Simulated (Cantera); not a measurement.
Cantera run, input and output.

```python
import numpy as np
import cantera as ct

surf = ct.Interface("diamond.yaml", "diamond_100")
gas, bulk = surf.adjacent["gas"], surf.adjacent["diamond"]
k = surf.kinetics_species_index(bulk.species_names[0])
cover = ["c6HH", "c6H*", "c6*H", "c6**", "c6HM", "c6B"]

rows, drift = [], 0.0
print(f"{'xCH3':>10s}{'um/h':>11s}" + "".join(f"{s:>11s}" for s in cover))
for v in [1e-06, 2.8e-06, 7.8e-06, 2.2e-05, 6.1e-05, 0.00017, 0.00048, 0.0013, 0.0037]:
    T, P, xH, xCH3 = 1225, 20000, 0.0003, v
    gas.TPX = T, P, {"H": xH, "CH3": xCH3, "CH4": 0.011, "H2": 1 - xH - xCH3 - 0.011}
    surf.TP = bulk.TP = T, P
    surf.coverages = "c6H*:0.1, c6HH:0.9"
    surf.advance_coverages(100.0)
    before = surf.coverages
    surf.advance_coverages(100.0)
    drift = max(drift, np.max(np.abs(surf.coverages - before) / (surf.coverages + 1e-9)))
    rate = surf.net_production_rates[k] * bulk.mean_molecular_weight / bulk.density * 3.6e9
    rows.append([rate, *surf[cover].coverages])
    print(f"{v:10.4g}{rate:11.4e}" + "".join(f"{x:11.3e}" for x in rows[-1][1:]))
```

Output:

```
      xCH3       um/h       c6HH       c6H*       c6*H       c6**       c6HM        c6B
     1e-06 1.4929e-02  5.127e-01  3.588e-02  4.378e-01  1.354e-02  2.949e-05  4.051e-11
   2.8e-06 4.1780e-02  5.127e-01  3.588e-02  4.377e-01  1.353e-02  8.255e-05  1.134e-10
   7.8e-06 1.1622e-01  5.125e-01  3.587e-02  4.376e-01  1.350e-02  2.298e-04  3.154e-10
   2.2e-05 3.2651e-01  5.121e-01  3.583e-02  4.372e-01  1.342e-02  6.467e-04  8.860e-10
   6.1e-05 8.9564e-01  5.110e-01  3.574e-02  4.360e-01  1.320e-02  1.783e-03  2.430e-09
   0.00017 2.4245e+00  5.079e-01  3.549e-02  4.329e-01  1.263e-02  4.892e-03  6.579e-09
   0.00048 6.3471e+00  4.998e-01  3.483e-02  4.249e-01  1.123e-02  1.327e-02  1.722e-08
    0.0013 1.4620e+01  4.814e-01  3.334e-02  4.068e-01  8.627e-03  3.300e-02  3.967e-08
    0.0037 3.0639e+01  4.408e-01  3.012e-02  3.674e-01  4.966e-03  7.950e-02  8.314e-08
```

Model: the Harris–Goodwin 1993 mechanism for the reconstructed diamond (100) surface, integrated in Cantera.
